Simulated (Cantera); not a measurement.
**Adiabatic ignition**

An adiabatic, constant-pressure homogeneous reactor starts with C3H8 : O2 : N2 = 1 : 2.27 : 8.55 (molar parts), at 1750 K and 9.00 bar.

Detailed kinetics in Cantera: GRI-Mech 3.0 (53 species, 325 reactions). GRI-Mech 3.0 was tuned for natural gas; its chemistry of propane as a main component is partial and can be far from experiment.

```csv
t (s),T (K),x C3H8,x O2,x CO,x CO2,x H
6.00e-6,2753,4.39e-10,0.000200,0.154,0.0158,0.00700
1.90e-5,2741,8.72e-12,6.33e-6,0.174,0.0142,0.00733
6.00e-5,2727,<1e-12,6.99e-6,0.179,0.0132,0.00835
0.000190,2726,<1e-12,7.48e-6,0.179,0.0132,0.00863
0.000600,2728,<1e-12,7.60e-6,0.179,0.0132,0.00866
0.00190,2728,<1e-12,7.63e-6,0.179,0.0132,0.00867
0.00600,2728,<1e-12,7.63e-6,0.179,0.0132,0.00867
0.0190,2728,<1e-12,7.63e-6,0.179,0.0132,0.00867
0.0600,2728,<1e-12,7.63e-6,0.179,0.0132,0.00867
0.190,2728,<1e-12,7.63e-6,0.179,0.0132,0.00867
0.600,2728,<1e-12,7.63e-6,0.179,0.0132,0.00867
```
x: mole fraction; the columns are a selection and need not sum to one.

```
Item                                                                Result
---------------------------------  ---------------------------------------
time of steepest temperature rise                                  3.59 µs
temperature at 0.600 s                                              2728 K
equilibrium temperature                                             2728 K
x(C3H8) at 0.600 s                   <1e-12 (gas-phase equilibrium <1e-12)
x(O2) at 0.600 s                   7.63e-6 (gas-phase equilibrium 7.63e-6)
x(CO) at 0.600 s                       0.179 (gas-phase equilibrium 0.179)
```
